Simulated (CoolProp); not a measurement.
CH2F2 (R32) along the isotherm 358.3 K: density (kg/m³) from the reference equation and from simpler models built on Tc = 351.3 K, pc = 5.783 MPa, ω = 0.277; each cubic takes its own stable root.

Computed with CoolProp (reference Helmholtz-energy equation of state, Tillner-Roth 1997).

```
p (MPa)          phase  reference
-------  -------------  ---------
0.0914             gas      1.605
0.188              gas      3.322
0.386              gas      6.910
0.792              gas      14.57
1.63               gas      31.90
3.34               gas      76.54
6.86     supercritical      507.5
14.1     supercritical      785.2
28.9     supercritical      901.1
```

Q: How far does each simpler model (ideal gas, Soave-Redlich-Kwong) lie from the reference over these 9 states: mean and median of the absolute difference, and the worst?

A: 
- ideal gas: mean 25.9 %, median 10.8 %, worst -76.4 % at 358.3 K and 6.86 MPa
- Soave-Redlich-Kwong: mean 8.8 %, median 1.4 %, worst -27.5 % at 358.3 K and 6.86 MPa
